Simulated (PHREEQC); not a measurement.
0.02 g of hydrous ferric oxide (600 m²/g; 0.2 weak and 0.005 strong sites per Fe, Dzombak-Morel constants, diffuse double layer) in 1 kg of water with 0.05 mol/kgw of an inert sodium salt and 0.00019 mmol/kgw ZnCl2 and 0.00025 mmol/kgw MnCl2, at 25 °C; the pH is set by adding NaOH or the inert anion's acid. The system is closed to oxygen. CO2 from the air is kept out. No solid was allowed to form.

Base run: PHREEQC, ion-association model, wateq4f.dat. Each further column changes one thing. The table gives Zn sorbed (%).

| pH | base | no electrostatic term (-no_edl) | background salt from 0.05 to 0.005 mol/kgw | oxide from 0.02 to 0.1 g/kgw | 5.1e-06 mol/kgw CuCl2 added |
|---|---|---|---|---|---|
| 3 | 0.0 | 0.0 | 0.0 | 0.0 | 0.0 |
| 3.38 | 0.0 | 0.0 | 0.0 | 0.0 | 0.0 |
| 3.75 | 0.0 | 0.0 | 0.0 | 0.0 | 0.0 |
| 4.5 | 0.0 | 0.0 | 0.0 | 0.1 | 0.0 |
| 4.88 | 0.1 | 0.2 | 0.1 | 0.4 | 0.1 |
| 5.25 | 0.4 | 0.9 | 0.3 | 1.9 | 0.2 |
| 5.62 | 1.7 | 4.6 | ? | 7.8 | 0.4 |
| 6.38 | 26.0 | ? | 27.0 | 64.2 | 2.8 |
| 6.75 | 59.9 | ? | 63.1 | ? | 9.9 |
| 7.12 | 86.5 | 95.6 | 88.7 | 97.4 | 31.4 |
| 7.5 | 96.6 | 98.6 | 97.4 | 99.4 | 67.3 |
| 8.25 | 99.8 | ? | 99.9 | 100.0 | 97.2 |
| 8.62 | 99.9 | 99.8 | 99.9 | 100.0 | 98.9 |
| 9 | 99.9 | 99.5 | 100.0 | 100.0 | 99.3 |

### Question
Complete the blanks.

### Answer

- 5.62, background salt from 0.05 to 0.005 mol/kgw: 1.5
- 6.38, no electrostatic term (-no_edl): 56.6
- 6.75, no electrostatic term (-no_edl): 85.1
- 6.75, oxide from 0.02 to 0.1 g/kgw: 89.0
- 8.25, no electrostatic term (-no_edl): 99.7

The oxide is taken as insoluble; below pH 4 it would dissolve. The database's constant for dissolved Cu(OH)2 is higher than later reviews accept.
